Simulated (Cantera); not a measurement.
An isothermal, constant-pressure homogeneous reactor starts with CH4 : H2 = 1 : 9.9 (molar parts), at 1800 K and 100.0 Torr.

Model: GRI-Mech 3.0 (53 species, 325 reactions), integrated in Cantera. GRI-Mech 3.0 stops at C3 and has no aromatics, soot or wall deposition, so with more carbon than oxygen in the feed, carbon stays in small species such as C2H2 where larger ones or solid carbon would form.

One state of this run: x CH4 = 0.00713; x H2 = 0.953; x C2H = 3.35e-7; x CH3 = 0.000143; x C2H2 = 0.0385; x C2H4 = 0.000119. x: mole fraction; the columns are a selection and need not sum to one.

**Question.** Which value of t (s) does it belong to?
A) 0.00177
B) 0.285
C) 0.000233
D) 3.05e-5

**Answer.** B, 0.285
